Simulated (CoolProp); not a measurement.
A single-stage vapour-compression cycle with R143a: evaporating at 241.15 K (dew point), condensing at 277.15 K (bubble point), superheat 2 K, subcooling 0 K, compressor efficiency 0.65, no pressure losses. Each further row changes one setting.

Values from CoolProp's reference Helmholtz-energy equation of state, Lemmon and Jacobsen 2000.

```tsv
case	cooling COP	pressure ratio	discharge temperature (K)	refrigerating effect (kJ/kg)	volumetric capacity (kJ/m³)
as stated	3.65	3.53	302.0	166	1470
evaporating temperature 246.15 K	(withheld)	2.90	298.1	169	1810
condensing temperature 272.15 K	4.36	(withheld)	294.6	173	1540
subcooling 5 K	(withheld)	3.53	302.0	173	1540
superheat 12 K	3.65	3.53	(withheld)	175	1470
compressor efficiency 0.55	(withheld)	3.53	(withheld)	166	1470
```

Complete the blanks.


- evaporating temperature 246.15 K, cooling COP: 4.42
- condensing temperature 272.15 K, pressure ratio: 3.03
- subcooling 5 K, cooling COP: 3.81
- superheat 12 K, discharge temperature (K): 312.8
- compressor efficiency 0.55, cooling COP: 3.08
- compressor efficiency 0.55, discharge temperature (K): 309.7
